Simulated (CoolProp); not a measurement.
Properties of tetradecamethylhexasiloxane (MD4M) along the isotherm 620 K (Tc = 653.2 K, pc = 0.8286 MPa, ω = 0.800).

The numbers come from the reference Helmholtz-energy equation of state, Thol 2019 in CoolProp.

```csv
p (MPa),phase,density (kg/m³),speed of sound (m/s),Joule-Thomson coefficient (K/MPa),fugacity coefficient
0.00393,gas,0.3507,106.2,12.97,0.9977
0.00663,gas,0.5927,106.0,13.01,0.9961
0.0112,gas,1.004,105.8,13.06,0.9934
0.0189,gas,1.702,105.3,13.15,0.9889
0.0319,gas,2.896,104.5,13.31,0.9812
0.0538,gas,4.951,103.0,13.60,0.9684
0.0908,gas,8.561,100.6,14.12,0.9469
0.153,gas,15.07,96.18,15.12,0.9111
0.259,gas,27.86,87.69,17.42,0.8507
0.436,gas,57.81,68.88,25.24,0.7510
0.736,liquid,498.4,152.8,1.830,0.5074
1.24,liquid,518.5,185.7,1.107,0.3289
```
